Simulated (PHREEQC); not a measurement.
A solution holds 0.09 mol H2SO4, 0.016 mol KCl and 0.00024 mol MnSO4 per kg of water, at 70 °C. Closed to the air; pH follows from the charge balance.

Equilibrium calculation in PHREEQC: Pitzer model, pitzer.dat.

This is a speciation only: nothing precipitates in the calculation.

Predict the pH, osmotic coefficient, ionic strength.

pH 1.11; osmotic coefficient 0.918; ionic strength 0.127 mol/kgw.

In which forms is S present?

HSO4- 89 %, SO4-2 11 % of the S.

Complexes and solids missing from the database can't appear. At this temperature some constants are extrapolated from 25 °C, and those without enthalpy data are left unchanged.
